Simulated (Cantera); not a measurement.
Charge: 1 mol CH3SiCl3, 0.033 mol C3H8, a varied amount of H2, at 2177 °C and 250 Pa.

Cantera equilibrium calculation (NASA polynomials, part measured and part estimated; ideal gas, pure solids and liquids). Candidate condensed phases: C, C6H6, C7H8, C8H18, Si, SiC; 109 gas species. The feed counts by its element totals alone. Gases not in the tables: Si2H6 and higher silanes. Rates play no part.

Question: Which condensed phases are stable at each of these points (n(H2) (mol)): 12, 15, 20, 25, 32, 42, 54?

Answer: 
```csv
n(H2) (mol),condensed phases,Si condensed (%)
12,C(graphite),0.0
15,C(graphite),0.0
20,C(graphite),0.0
25,C(graphite),0.0
32,C(graphite),0.0
42,C(graphite),0.0
54,gas only,0.0
```

From 12 mol H2 to 42 mol H2 the condensed part is C(graphite). At 54 mol H2 nothing is condensed.
